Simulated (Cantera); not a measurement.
Cantera with NASA thermochemical tables; ideal gases at 1 bar, condensed phases pure. Values are per mole of reaction as written; species without (g) are pure solids or liquids, kept so even where they would boil at 1 bar.

**Question.** Between 300 and 2948 K, where is each reaction favourable under standard conditions?
- 3 V2O5 = O3(g) + 6 VO2(g)

**Answer.** 
- 3 V2O5 = O3(g) + 6 VO2(g): ΔG° is 2966 kJ at 300 K and 162 kJ at 2948 K; it stays positive (K < 1). ΔH° is 2795 kJ and ΔS° 893 J/K at 2948 K.
